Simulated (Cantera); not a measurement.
Ammonia decomposition in nitride growth gas

An isothermal, constant-pressure homogeneous reactor starts with NH₃ : H₂ = 1 : 0.26 (molar parts), at 1800 K and 0.132 atm.

Model: the gas-phase N/H chemistry of the illustrative SiF4/NH3 mechanism in the Surface Chemkin manual (1991), integrated in Cantera. Walls and surfaces, which speed up NH3 decomposition in real reactors, are not modelled.

```tsv
t (s)	x NH₃	x H₂	x NH	x N₂	x N₂H₄
0.000300	0.794	0.206	6.09e-8	5.89e-8	1.08e-9
0.000823	0.793	0.206	4.41e-7	2.52e-6	7.93e-9
0.00226	0.793	0.207	2.11e-6	6.48e-5	4.02e-8
0.00620	0.791	0.208	3.09e-6	0.000539	6.04e-8
0.0170	0.786	0.212	3.10e-6	0.00197	6.01e-8
0.0468	0.772	0.222	3.10e-6	0.00584	5.86e-8
0.128	0.736	0.248	3.10e-6	0.0159	5.50e-8
0.352	0.648	0.311	3.07e-6	0.0404	4.65e-8
0.967	0.472	0.438	2.90e-6	0.0894	3.08e-8
2.65	0.232	0.611	2.38e-6	0.157	1.20e-8
7.29	0.0551	0.739	1.44e-6	0.206	1.68e-9
20.0	0.00409	0.775	4.47e-7	0.220	3.84e-11
```
x: mole fraction; the columns are a selection and need not sum to one.

Equilibrium at this temperature and pressure: NH₃ 1.25e-6, H₂ 0.778, NH 2.00e-10, N₂ 0.221, N₂H₄ <1e-12 (gas phase only).
